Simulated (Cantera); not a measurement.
H₂O + O₂ (abatement and gas-phase synthesis)

Charge: 1 mol H₂O, 0.23 mol O₂, held at 10.0 mbar.

Cantera equilibrium calculation (NASA polynomials, part measured and part estimated; ideal gas, pure solids and liquids). Candidate condensed phases: H₂O; 9 gas species. Rates play no part.

From 1000 °C to 3000 °C nothing is condensed.

| T (°C) | x H₂O | x H | x O | x O₂ | x OH | x H₂ |
|---|---|---|---|---|---|---|
| 1000 | 0.813 | 7.13e-9 | 4.65e-7 | 0.187 | 6.68e-5 | 1.00e-6 |
| 1200 | 0.813 | 6.28e-7 | 1.21e-5 | 0.187 | 0.000539 | 2.46e-5 |
| 1400 | 0.811 | 1.92e-5 | 0.000144 | 0.186 | 0.00264 | 0.000283 |
| 1600 | 0.803 | 0.000284 | 0.00102 | 0.184 | 0.00914 | 0.00194 |
| 1800 | 0.778 | 0.00249 | 0.00489 | 0.181 | 0.0245 | 0.00900 |
| 2000 | 0.710 | 0.0146 | 0.0177 | 0.175 | 0.0533 | 0.0301 |
| 2200 | 0.559 | 0.0598 | 0.0514 | 0.165 | 0.0934 | 0.0718 |
| 2400 | 0.327 | 0.172 | 0.122 | 0.143 | 0.124 | 0.113 |
| 2600 | 0.116 | 0.341 | 0.227 | 0.0994 | 0.112 | 0.105 |
| 2800 | 0.0232 | 0.476 | 0.325 | 0.0506 | 0.0660 | 0.0587 |
| 3000 | 0.00344 | 0.539 | 0.382 | 0.0205 | 0.0298 | 0.0250 |
x: gas mole fraction; nothing condenses.
